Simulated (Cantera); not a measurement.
Input: 1 mol SiCl4, a varied amount of H2, 0.12 mol HCl, equilibrated at 1625 K and 19000 Pa.

Cantera equilibrium calculation (NASA polynomials, part measured and part estimated; ideal gas, pure solids and liquids). Candidate condensed phases: Si; 19 gas species. The tables' values for SiCl3, SiCl are old estimates; treat these amounts as uncertain. Kinetics and transport are ignored.

x: gas mole fraction; n: condensed amount in mol.

```json
[
 {"n(H2) (mol)": "5.9", "x H2": "0.634", "x HCl": "0.239", "x SiCl2": "0.102", "x SiCl3": "0.0159", "n Si(s)": "0"},
 {"n(H2) (mol)": "12", "x H2": "0.786", "x HCl": "0.143", "x SiCl2": "0.0638", "x SiCl3": "0.00531", "n Si(s)": "0"},
 {"n(H2) (mol)": "25", "x H2": "0.881", "x HCl": "?", "x SiCl2": "?", "x SiCl3": "0.00143", "n Si(s)": "?"},
 {"n(H2) (mol)": "52", "x H2": "0.935", "x HCl": "0.0535", "x SiCl2": "0.0107", "x SiCl3": "0.000307", "n Si(s)": "0.397"},
 {"n(H2) (mol)": "110", "x H2": "0.966", "x HCl": "?", "x SiCl2": "?", "x SiCl3": "5.16e-5", "n Si(s)": "?"},
 {"n(H2) (mol)": "220", "x H2": "0.982", "x HCl": "0.0166", "x SiCl2": "0.000977", "x SiCl3": "8.45e-6", "n Si(s)": "0.778"},
 {"n(H2) (mol)": "450", "x H2": "0.991", "x HCl": "0.00858", "x SiCl2": "0.000260", "x SiCl3": "1.16e-6", "n Si(s)": "0.877"}
]
```

Problem. Fill in the missing entries.

Solution. 
- 25, x HCl: 0.0866
- 25, x SiCl2: 0.0298
- 25, n Si(s): 0.140
- 110, x HCl: 0.0300
- 110, x SiCl2: 0.00326
- 110, n Si(s): 0.625
